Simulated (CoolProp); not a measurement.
R1233zd(E) along the isotherm 102.95 °C: Z from the reference equation and from simpler models built on Tc = 165.7 °C, pc = 3.583 MPa, ω = 0.304; each cubic takes its own stable root.

Model: reference Helmholtz-energy equation of state, Akasaka 2022, in CoolProp.

```json
[
 {"p (MPa)": "2.24", "phase": "liquid", "reference": "0.08901"},
 {"p (MPa)": "4.48", "phase": "liquid", "reference": "0.1749"},
 {"p (MPa)": "6.72", "phase": "liquid", "reference": "0.2585"},
 {"p (MPa)": "8.96", "phase": "liquid", "reference": "0.3402"},
 {"p (MPa)": "11.2", "phase": "liquid", "reference": "0.4205"},
 {"p (MPa)": "13.4", "phase": "liquid", "reference": "0.4980"},
 {"p (MPa)": "15.7", "phase": "liquid", "reference": "0.5780"},
 {"p (MPa)": "17.9", "phase": "liquid", "reference": "0.6535"},
 {"p (MPa)": "20.2", "phase": "liquid", "reference": "0.7315"},
 {"p (MPa)": "22.4", "phase": "liquid", "reference": "0.8053"},
 {"p (MPa)": "24.6", "phase": "liquid", "reference": "0.8784"},
 {"p (MPa)": "26.9", "phase": "liquid", "reference": "0.9541"},
 {"p (MPa)": "29.1", "phase": "liquid", "reference": "1.026"},
 {"p (MPa)": "31.3", "phase": "liquid", "reference": "1.097"},
 {"p (MPa)": "33.6", "phase": "liquid", "reference": "1.171"},
 {"p (MPa)": "35.8", "phase": "liquid", "reference": "1.241"}
]
```

Problem. How far does each simpler model (van der Waals, Redlich-Kwong, Soave-Redlich-Kwong, Peng-Robinson) lie from the reference over these 16 states: mean and median of the absolute difference, and the worst?

Solution. 
- van der Waals: mean 51.9 %, median 49.5 %, worst +69.2 % at 102.95 °C and 2.24 MPa
- Redlich-Kwong: mean 12.3 %, median 11.0 %, worst +21.8 % at 102.95 °C and 2.24 MPa
- Soave-Redlich-Kwong: mean 9.4 %, median 8.7 %, worst +14.8 % at 102.95 °C and 2.24 MPa
- Peng-Robinson: mean 2.7 %, median 3.1 %, worst -4.2 % at 102.95 °C and 35.8 MPa
